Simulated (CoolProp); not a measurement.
A simple Rankine cycle with propane: condensing at 301.15 K, boiler at 3.08 MPa, turbine inlet 502.3 K, turbine efficiency 0.85, pump efficiency 0.6, no recuperator. Each further row changes one setting.

Model: reference Helmholtz-energy equation of state, Lemmon 2009, in CoolProp.

```
case                             thermal efficiency (%)  net work (kJ/kg)  heat in (kJ/kg)  turbine exit temperature (K)  volume ratio over the turbine
-------------------------------  ----------------------  ----------------  ---------------  ----------------------------  -----------------------------
as stated                                           9.6               [?]              753                         462.3                           2.91
turbine inlet 522.3 K                               9.4               [?]              [?]                         482.6                            [?]
condensing temperature 293.15 K                    11.1               [?]              775                         455.5                            [?]
boiler pressure 2.16 MPa                            [?]              51.3              766                         476.0                           2.05
turbine efficiency 0.75                             8.3               [?]              753                         466.1                           2.94
```

Complete the blanks.


- as stated, net work (kJ/kg): 72.0
- turbine inlet 522.3 K, net work (kJ/kg): 76.1
- turbine inlet 522.3 K, heat in (kJ/kg): 808
- turbine inlet 522.3 K, volume ratio over the turbine: 2.90
- condensing temperature 293.15 K, net work (kJ/kg): 85.9
- condensing temperature 293.15 K, volume ratio over the turbine: 3.54
- boiler pressure 2.16 MPa, thermal efficiency (%): 6.7
- turbine efficiency 0.75, net work (kJ/kg): 62.7
